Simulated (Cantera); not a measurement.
**CsCl + H2O + N2 (halide evaporation, hydrolysis and transport)**

A closed system holds: 1 mol CsCl, 0.18 mol H2O, a varied amount of N2, equilibrated at 1298.15 K and 10000 Pa.

These are equilibrium values from Cantera (NASA tables, ideal gas, pure condensed phases), not measurements of a reactor. Candidate condensed phases: Cs, CsCl, CsOH, H2O, NH4Cl; 37 gas species. Kinetics and transport are ignored.

From 1.3 mol N2 to 11 mol N2 nothing is condensed. The main Cs-bearing gas is CsCl throughout.

```csv
n(N2) (mol),log p N2,log p CsCl,log p H2O,log p Cs2Cl2,log p HCl,log p CsOH,log p H2,log p O2
1.3,-1.26,-1.51,-2.12,-2.24,-4.36,-4.36,-6.00,-6.39
1.6,-1.22,-1.55,-2.17,-2.33,-4.41,-4.41,-6.03,-6.43
2.1,-1.18,-1.61,-2.25,-2.45,-4.48,-4.48,-6.08,-6.48
2.6,-1.15,-1.66,-2.31,-2.56,-4.54,-4.54,-6.13,-6.53
3.4,-1.12,-1.74,-2.40,-2.70,-4.62,-4.62,-6.18,-6.59
4.3,-1.10,-1.81,-2.48,-2.84,-4.69,-4.69,-6.23,-6.65
5.4,-1.08,-1.88,-2.56,-2.98,-4.77,-4.77,-6.28,-6.71
6.9,-1.07,-1.96,-2.65,-3.15,-4.85,-4.85,-6.34,-6.77
8.7,-1.05,-2.04,-2.74,-3.30,-4.94,-4.94,-6.40,-6.84
11,-1.04,-2.12,-2.83,-3.47,-5.03,-5.03,-6.46,-6.90
```
log p: log10 of the partial pressure in bar; nothing condenses.
